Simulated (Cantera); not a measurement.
# Si + O2 + N2 (thermal oxidation and active oxidation of silicon)

A closed system holds: 1 mol Si, a varied amount of O2, 310 mol N2, held at 875 °C and 1 atm.

Cantera equilibrium calculation (NASA polynomials, part measured and part estimated; ideal gas, pure solids and liquids). Candidate condensed phases: Si, SiO2, Si2N2O, Si3N4; 16 gas species. N2 is the only nitrogen source here; it is nearly inert below about 1500 K, so the nitride shown seldom forms there in practice. Mutual solubility and eutectic melting of coexisting phases are not modelled. The tables hold silica as quartz up to 1696 K and as liquid above; real silica turns to tridymite and cristobalite and melts near 1996 K. Rates play no part.

```json
[
 {"n(O2) (mol)": "0.001", "x N2": "1.00", "x O2": "<1e-12", "x NO": "<1e-12", "x NO2": "<1e-12", "x N2O": "<1e-12", "n Si2N2O(s)": "0.00200", "n Si3N4(s)": "0.332", "n SiO2(β-quartz)": "0"},
 {"n(O2) (mol)": "0.003", "x N2": "1.00", "x O2": "<1e-12", "x NO": "<1e-12", "x NO2": "<1e-12", "x N2O": "<1e-12", "n Si2N2O(s)": "0.00600", "n Si3N4(s)": "0.329", "n SiO2(β-quartz)": "0"},
 {"n(O2) (mol)": "0.0089", "x N2": "1.00", "x O2": "<1e-12", "x NO": "<1e-12", "x NO2": "<1e-12", "x N2O": "<1e-12", "n Si2N2O(s)": "0.0178", "n Si3N4(s)": "0.321", "n SiO2(β-quartz)": "0"},
 {"n(O2) (mol)": "0.026", "x N2": "1.00", "x O2": "<1e-12", "x NO": "<1e-12", "x NO2": "<1e-12", "x N2O": "<1e-12", "n Si2N2O(s)": "0.0520", "n Si3N4(s)": "0.299", "n SiO2(β-quartz)": "0"},
 {"n(O2) (mol)": "0.077", "x N2": "1.00", "x O2": "<1e-12", "x NO": "<1e-12", "x NO2": "<1e-12", "x N2O": "<1e-12", "n Si2N2O(s)": "0.154", "n Si3N4(s)": "0.231", "n SiO2(β-quartz)": "0"},
 {"n(O2) (mol)": "0.22", "x N2": "1.00", "x O2": "<1e-12", "x NO": "<1e-12", "x NO2": "<1e-12", "x N2O": "<1e-12", "n Si2N2O(s)": "0.440", "n Si3N4(s)": "0.0400", "n SiO2(β-quartz)": "0"},
 {"n(O2) (mol)": "0.66", "x N2": "1.00", "x O2": "<1e-12", "x NO": "<1e-12", "x NO2": "<1e-12", "x N2O": "<1e-12", "n Si2N2O(s)": "0.227", "n Si3N4(s)": "0", "n SiO2(β-quartz)": "0.547"},
 {"n(O2) (mol)": "1.9", "x N2": "0.997", "x O2": "0.00289", "x NO": "1.70e-5", "x NO2": "4.43e-8", "x N2O": "1.40e-9", "n Si2N2O(s)": "0", "n Si3N4(s)": "0", "n SiO2(β-quartz)": "1.00"}
]
```
x: gas mole fraction; n: condensed amount in mol.

From 0.001 mol O2 to 0.22 mol O2 the condensed part is Si2N2O(s) + Si3N4(s). At 0.66 mol O2 the condensed part is SiO2(β-quartz) + Si2N2O(s). At 1.9 mol O2 the condensed part is SiO2(β-quartz).
